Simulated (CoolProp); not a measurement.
The numbers come from the reference Helmholtz-energy equation of state, Thol 2015 in CoolProp.

Question: For octamethylcyclotetrasiloxane (D4), give the phase and the speed of sound (m/s), Joule-Thomson coefficient (K/MPa), isothermal compressibility (1/MPa), fugacity coefficient at 145.55 °C and 181 kPa; 91.75 °C and 589 kPa; 220.05 °C and 639 kPa.

Answer: 
- 145.55 °C and 181 kPa: liquid; speed of sound 547, Joule-Thomson coefficient -0.209, isothermal compressibility 0.00484, fugacity coefficient 0.236
- 91.75 °C and 589 kPa: liquid; speed of sound 708, Joule-Thomson coefficient -0.322, isothermal compressibility 0.00271, fugacity coefficient 0.0111
- 220.05 °C and 639 kPa: liquid; speed of sound 351, Joule-Thomson coefficient 0.117, isothermal compressibility 0.0135, fugacity coefficient 0.387
